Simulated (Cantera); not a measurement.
Feed: 1 mol FeS₂, 0.48 mol H₂S, 0.61 mol CO₂, at 1023 K and 59000 Pa.

Method: chemical equilibrium by Gibbs-energy minimisation in Cantera with the NASA 1993 tables (ideal gas, pure condensed phases). Candidate condensed phases: C, C₆H₆, C₇H₈, C₈H₁₈, Fe, Fe(CO)₅, FeO, Fe(OH)₂, Fe(OH)₃, FeS, FeSO₄, FeS₂, Fe₂O₃, Fe₂(SO₄)₃, Fe₃O₄, H₂O, H₂SO₄, S; 127 gas species. FeS: taken at fixed stoichiometry. Gases not in the tables: S₃ to S₇. Kinetics and transport are ignored.

Base state: S₂ 0.322, CO₂ 0.321, H₂S 0.238, H₂O 0.0551, COS 0.0335, CO 0.0229, H₂ 0.00512, SO₂ 0.00111 (mole fractions); condensed: FeS(s).

Problem. What changes in the equilibrium state with this change: H₂S from 0.48 to 0.37 mol?

Solution. 
```
species        before     after
-----------  --------  --------
CO₂             0.321     0.353
S₂              0.322     0.343
H₂S             0.238     0.192
H₂O            0.0551    0.0509
CO             0.0229    0.0213
COS            0.0335    0.0322
SO₂           0.00111   0.00159
H₂            0.00512   0.00401
S₂O          0.000718  0.000903
FeS(s), mol      1.00      1.00
```
